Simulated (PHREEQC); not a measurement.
A made-up water analysis in mg/L, 20 °C, pH 7.62, pe 12.1: Na 11.4; K 9.23; Ca 27.4; Mg 0.819; Cl 42.3; S(6) as SO4 24.3; Alkalinity as HCO3 29.4; O(0) (dissolved oxygen) 0.522.

Valence states are taken as typed.

All values are PHREEQC results (ion-association model, wateq4f.dat), not measurements.

Question: The ionic strength comes out as 0.00306 mol/kgw. What activity coefficients do SO4-2, Ca+2, HCO3-, CaHCO3+, K+ get?

Answer: SO4-2 0.79, Ca+2 0.79, HCO3- 0.94, CaHCO3+ 0.94, K+ 0.94.

Precipitation was switched off in this run.
